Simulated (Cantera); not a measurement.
A closed system holds: 1 mol B₂O₃, 1.2 mol H₂O, 4.7 mol N₂, equilibrated at 10.0 mbar.

Method: chemical equilibrium by Gibbs-energy minimisation in Cantera with the NASA 1993 tables (ideal gas, pure condensed phases). Candidate condensed phases: B, BN, B₂O₃, B₃O₃H₃, H₂O; 39 gas species. Gases not in the tables: H₃BO₃. Equilibrium is a limit: real reactors are often held back by kinetics, nucleation or transport.

At 1373 K, list the 4 most abundant gas species with their mole fractions, and the condensed phases.

N₂ 0.784, H₂O 0.185, HBO₂ 0.0303, B₂O₃ 0.000125. Condensed: B₂O₃(l).
